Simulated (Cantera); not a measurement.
What does this Cantera script print?

```python
import numpy as np
import cantera as ct

gas_names = """
    HI H
""".split()
cond_names = """
    I2(cr) I2(L)
""".split()


# ... load() reads the species with a 1 bar reference pressure and builds the phases ...
species = {s.name: s for s in load("nasa_gas.yaml", gas_names) + load("nasa_condensed.yaml", cond_names)}
# Each term lists the table entries of one substance; the one whose range holds T is used.
reactions = {
    '2 HI(g) = 2 H(g) + I2':
        [(-2, ['HI']), (2, ['H']), (1, ['I2(cr)', 'I2(L)'])],
}


def pick(names, T):
    return next(species[n] for n in names if species[n].thermo.min_temp <= T <= species[n].thermo.max_temp)


results = []
for label, terms in reactions.items():
    print(label)
    print("     T/K   dH/kJ  dS/(J/K)   dG/kJ   log10 K")
    for T in [300, 423, 448, 473, 498, 523, 548, 573, 598]:
        used = [(nu, pick(names, T)) for nu, names in terms]
        dH = sum(nu * s.thermo.h(T) for nu, s in used) / 1e6
        dS = sum(nu * s.thermo.s(T) for nu, s in used) / 1e3
        dG = dH - T * dS / 1e3
        logK = -dG * 1e6 / (ct.gas_constant * T * np.log(10))
        results.append((label, T, dH, dS, dG, logK, [s.name for _, s in used]))
        print(f"{T:8g} {dH:8.1f} {dS:8.1f} {dG:8.1f} {logK:8.2f}")
```

Output:

```
2 HI(g) = 2 H(g) + I2
     T/K   dH/kJ  dS/(J/K)   dG/kJ   log10 K
     300    383.3    -67.4    403.6   -70.26
     423    404.8    -11.0    409.4   -50.56
     448    406.4     -7.4    409.7   -47.77
     473    407.9     -4.0    409.8   -45.26
     498    409.5     -0.9    409.9   -42.99
     523    411.0      2.1    409.9   -40.93
     548    412.5      5.0    409.8   -39.06
     573    414.0      7.7    409.6   -37.34
     598    415.6     10.3    409.4   -35.76
```

Standard-state values (1 bar) from the NASA 1993 polynomials, evaluated with Cantera. Condensed species are held in their standard states even where they would react or evaporate.
